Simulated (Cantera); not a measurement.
A Cantera script and what it prints.

```python
import numpy as np
import cantera as ct

gas_names = """
    CL CL2 H HCL H2 Si SiCL SiCL2 SiCL3 SiCL4 SiH SiHCL3 SiH2 SiH2CL2 SiH3 SiH3CL SiH4 Si2 Si3
""".split()
cond_names = """
    Si(cr) Si(L)
""".split()


# ... load() reads the species with a 1 bar reference pressure and builds the phases ...
atoms = {
    'Si': {'Si': 1},
    'HCl': {'H': 1, 'CL': 1},
    'H2': {'H': 2},
}
top_T = {}  # K; cautious upper limits of use, not melting points


# ... equilibrate(T, P, feed) seeds the gas with the atoms and calls Mixture.equilibrate('TP', solver="vcs", rtol=1e-11, max_steps=5000) ...
results = []
feed = {'Si': 1, 'HCl': 3.5, 'H2': 13}  # mol
for P in [10000, 26000, 67000, 170000, 450000, 1200000, 3000000]:
    for T in [1100, 1125, 1150, 1175, 1200, 1225, 1250, 1275, 1300, 1325, 1350, 1375, 1400]:
        mix = equilibrate(T, P, feed)
        results.append((T, P, feed, dict(zip(mix.species_names, mix.species_moles))))

for T, P, feed, n in results:
    print(f"{T:7g} {P:10.4g}  " + (" + ".join(c for c in cond_names if n.get(c, 0) > 1e-12) or "gas only"))
```

It prints:

```
   1100      1e+04  Si(cr)
   1125      1e+04  Si(cr)
   1150      1e+04  Si(cr)
   1175      1e+04  Si(cr)
   1200      1e+04  Si(cr)
   1225      1e+04  Si(cr)
   1250      1e+04  Si(cr)
   1275      1e+04  Si(cr)
   1300      1e+04  Si(cr)
   1325      1e+04  Si(cr)
   1350      1e+04  Si(cr)
   1375      1e+04  Si(cr)
   1400      1e+04  Si(cr)
   1100    2.6e+04  Si(cr)
   1125    2.6e+04  Si(cr)
   1150    2.6e+04  Si(cr)
   1175    2.6e+04  Si(cr)
   1200    2.6e+04  Si(cr)
   1225    2.6e+04  Si(cr)
   1250    2.6e+04  Si(cr)
   1275    2.6e+04  Si(cr)
   1300    2.6e+04  Si(cr)
   1325    2.6e+04  Si(cr)
   1350    2.6e+04  Si(cr)
   1375    2.6e+04  Si(cr)
   1400    2.6e+04  Si(cr)
   1100    6.7e+04  Si(cr)
   1125    6.7e+04  Si(cr)
   1150    6.7e+04  Si(cr)
   1175    6.7e+04  Si(cr)
   1200    6.7e+04  Si(cr)
   1225    6.7e+04  Si(cr)
   1250    6.7e+04  Si(cr)
   1275    6.7e+04  Si(cr)
   1300    6.7e+04  Si(cr)
   1325    6.7e+04  Si(cr)
   1350    6.7e+04  Si(cr)
   1375    6.7e+04  Si(cr)
   1400    6.7e+04  Si(cr)
   1100    1.7e+05  Si(cr)
   1125    1.7e+05  Si(cr)
   1150    1.7e+05  Si(cr)
   1175    1.7e+05  Si(cr)
   1200    1.7e+05  Si(cr)
   1225    1.7e+05  Si(cr)
   1250    1.7e+05  Si(cr)
   1275    1.7e+05  Si(cr)
   1300    1.7e+05  Si(cr)
   1325    1.7e+05  Si(cr)
   1350    1.7e+05  Si(cr)
   1375    1.7e+05  Si(cr)
   1400    1.7e+05  Si(cr)
   1100    4.5e+05  Si(cr)
   1125    4.5e+05  Si(cr)
   1150    4.5e+05  Si(cr)
   1175    4.5e+05  Si(cr)
   1200    4.5e+05  Si(cr)
   1225    4.5e+05  Si(cr)
   1250    4.5e+05  Si(cr)
   1275    4.5e+05  Si(cr)
   1300    4.5e+05  Si(cr)
   1325    4.5e+05  Si(cr)
   1350    4.5e+05  Si(cr)
   1375    4.5e+05  Si(cr)
   1400    4.5e+05  Si(cr)
   1100    1.2e+06  gas only
   1125    1.2e+06  gas only
   1150    1.2e+06  gas only
   1175    1.2e+06  gas only
   1200    1.2e+06  Si(cr)
   1225    1.2e+06  Si(cr)
   1250    1.2e+06  Si(cr)
   1275    1.2e+06  Si(cr)
   1300    1.2e+06  Si(cr)
   1325    1.2e+06  Si(cr)
   1350    1.2e+06  Si(cr)
   1375    1.2e+06  Si(cr)
   1400    1.2e+06  Si(cr)
   1100      3e+06  gas only
   1125      3e+06  gas only
   1150      3e+06  gas only
   1175      3e+06  gas only
   1200      3e+06  gas only
   1225      3e+06  gas only
   1250      3e+06  gas only
   1275      3e+06  gas only
   1300      3e+06  gas only
   1325      3e+06  gas only
   1350      3e+06  Si(cr)
   1375      3e+06  Si(cr)
   1400      3e+06  Si(cr)
```

These are equilibrium values from Cantera (NASA tables, ideal gas, pure condensed phases), not measurements of a reactor. The tables' values for SiCl3 are old estimates.
